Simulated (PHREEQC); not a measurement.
Consider water at 25 °C with 1.6 mmol/kgw ZnCl2. Closed to the air; pH follows from the charge balance.

Equilibrium calculation in PHREEQC: ion-association model, wateq4f.dat.

```yaml
pH: 5.92
ionic_strength: 0.00478 mol/kgw
```

```
species  molality  activity   log γ
-------  --------  --------  ------
Cl-       0.00319   0.00296  -0.033
Zn+2      0.00159   0.00119  -0.124
ZnCl+     1.02e-5   9.51e-6  -0.032
H+        1.29e-6   1.21e-6  -0.029
ZnOH+     1.17e-6   1.08e-6  -0.032
ZnOHCl    9.67e-8   9.68e-8   0.000
ZnCl2     2.94e-8   2.95e-8   0.000
Zn(OH)2   1.03e-8   1.03e-8   0.000
OH-       8.93e-9   8.28e-9  -0.033
```

Precipitation was switched off in this run.
